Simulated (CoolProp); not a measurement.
A Linde-Hampson liquefier for oxygen: isothermal reversible compression at 290 K from 1 atm to 15 MPa, throttling to 1 atm, return gas leaving the recuperator 0 K below the feed. Each further row changes one setting.

Values from CoolProp's reference Helmholtz-energy equation of state, Schmidt 1985.

| case | liquid yield per pass | compression work (kJ/kg of gas) |
|---|---|---|
| as stated | ___ | 370 |
| high pressure 30 MPa | ___ | ___ |
| warm-end temperature 320 K | ___ | 411 |
| warm-end gap 5 K | ___ | 370 |

**Question.** Fill in the missing entries.

**Answer.** 
- as stated, liquid yield per pass: 0.092
- high pressure 30 MPa, liquid yield per pass: 0.151
- high pressure 30 MPa, compression work (kJ/kg of gas): 419
- warm-end temperature 320 K, liquid yield per pass: 0.069
- warm-end gap 5 K, liquid yield per pass: 0.081

Above 300 K oxygen's equation is extrapolated.
